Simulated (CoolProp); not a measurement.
Vapour-liquid equilibrium of dimethyl carbonate (1) + n-octane (2) at 1450 kPa; x and y are mole fractions of (1).

The numbers come from the multi-fluid Helmholtz-energy mixture model, Zhou 2011 and Beckmüller 2019; pair parameters Bell 2016 in CoolProp.

| x | bubble temperature (K) | y at the bubble point | dew temperature at overall composition x (K) | liquid density (mol/L) |
|---|---|---|---|---|
| 0.05 | 523.2 | 0.113 | 527.6 | ___ |
| 0.2 | ___ | ___ | 517.2 | ___ |
| 0.35 | 492.4 | 0.550 | 506.7 | 5.098 |
| 0.5 | 485.1 | 0.661 | 496.0 | 5.664 |
| 0.65 | ___ | 0.748 | 485.7 | 6.343 |
| 0.8 | 477.8 | ___ | 478.7 | 7.199 |
| 0.95 | 477.0 | 0.948 | 477.0 | 8.290 |

**Question.** What belongs in the gaps?

**Answer.** 
- 0.05, liquid density (mol/L): 4.038
- 0.2, bubble temperature (K): 504.4
- 0.2, y at the bubble point: 0.383
- 0.2, liquid density (mol/L): 4.578
- 0.65, bubble temperature (K): 480.5
- 0.8, y at the bubble point: 0.834

y crosses x between x = 0.8 and 0.95: the model has an azeotrope there.

Pair parameters are fitted to limited data, so mixtures are less certain than the pure fluids.
